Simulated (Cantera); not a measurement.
# Ignition delay

Mixture: 15.5 % CH4, 14.8 % O2, 69.7 % N2, equivalence ratio 2.1, at 3.40 bar, adiabatic and at constant pressure. Ignition delay is the time to a rise of 400 K.

Detailed kinetics in Cantera: GRI-Mech 3.0 (53 species, 325 reactions).

```
T0 (K)  delay (ms)
------  ----------
1075           160
1150          54.1
1225          19.8
1300          7.71
1375          3.17
1450          1.36
1525         0.612
1600         0.289
1675         0.145
```

* **apparent activation energy between 1525 and 1675 K**: 200 kJ/mol
